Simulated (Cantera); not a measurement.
An isothermal, constant-pressure homogeneous reactor starts with NO : N₂ = 1 : 0.55 (molar parts), at 1950 K and 1.30 bar.

Model: GRI-Mech 3.0 (53 species, 325 reactions), integrated in Cantera.

x: mole fraction; the columns are a selection and need not sum to one.

```json
[
 {"t (s)": "2.00e-5", "x NO": "0.645", "x N₂": "0.355", "x O₂": "5.54e-8", "x O": "4.12e-6", "x N₂O": "(withheld)"},
 {"t (s)": "6.65e-5", "x NO": "0.645", "x N₂": "0.355", "x O₂": "4.57e-7", "x O": "7.27e-6", "x N₂O": "(withheld)"},
 {"t (s)": "0.000221", "x NO": "0.645", "x N₂": "0.355", "x O₂": "6.18e-6", "x O": "1.68e-5", "x N₂O": "(withheld)"},
 {"t (s)": "0.000737", "x NO": "0.644", "x N₂": "0.355", "x O₂": "0.000115", "x O": "3.69e-5", "x N₂O": "(withheld)"},
 {"t (s)": "0.00245", "x NO": "0.643", "x N₂": "0.356", "x O₂": "0.000867", "x O": "4.45e-5", "x N₂O": "0.000192"},
 {"t (s)": "0.00816", "x NO": "0.637", "x N₂": "0.359", "x O₂": "0.00352", "x O": "4.90e-5", "x N₂O": "0.000189"},
 {"t (s)": "0.0271", "x NO": "0.620", "x N₂": "0.367", "x O₂": "0.0122", "x O": "6.14e-5", "x N₂O": "0.000178"},
 {"t (s)": "0.0903", "x NO": "0.566", "x N₂": "0.394", "x O₂": "0.0391", "x O": "8.92e-5", "x N₂O": "(withheld)"},
 {"t (s)": "0.301", "x NO": "0.427", "x N₂": "0.464", "x O₂": "0.109", "x O": "0.000136", "x N₂O": "(withheld)"},
 {"t (s)": "1.00", "x NO": "0.203", "x N₂": "0.576", "x O₂": "0.221", "x O": "0.000189", "x N₂O": "(withheld)"}
]
```

Question: Fill in the missing entries.

Answer: 
- 2.00e-5, x N₂O: 8.48e-6
- 6.65e-5, x N₂O: 2.68e-5
- 0.000221, x N₂O: 7.60e-5
- 0.000737, x N₂O: 0.000157
- 0.0903, x N₂O: 0.000146
- 0.301, x N₂O: 8.10e-5
- 1.00, x N₂O: 1.80e-5
